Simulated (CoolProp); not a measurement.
A single-stage vapour-compression cycle with propylene: evaporating at 266.15 K (dew point), condensing at 321.15 K (bubble point), superheat 2 K, subcooling 5 K, compressor efficiency 0.7, no pressure losses. Each further row changes one setting.

Model: reference Helmholtz-energy equation of state, Lemmon 2013, in CoolProp.

| case | cooling COP | pressure ratio | discharge temperature (K) | refrigerating effect (kJ/kg) | volumetric capacity (kJ/m³) |
|---|---|---|---|---|---|
| as stated | 2.56 | 4.18 | 349.6 | 261 | 2580 |
| evaporating temperature 271.15 K | 2.94 | 3.58 | 346.6 | 266 | 3050 |
| condensing temperature 316.15 K | ___ | 3.74 | 343.1 | 275 | ___ |
| subcooling 10 K | 2.71 | 4.18 | 349.6 | 275 | ___ |
| superheat 12 K | 2.58 | 4.18 | 360.0 | 277 | 2610 |
| compressor efficiency 0.6 | 2.20 | 4.18 | 357.7 | 261 | 2580 |

Question: Some entries are withheld; supply them.

Answer: 
- condensing temperature 316.15 K, cooling COP: 2.93
- condensing temperature 316.15 K, volumetric capacity (kJ/m³): 2720
- subcooling 10 K, volumetric capacity (kJ/m³): 2730
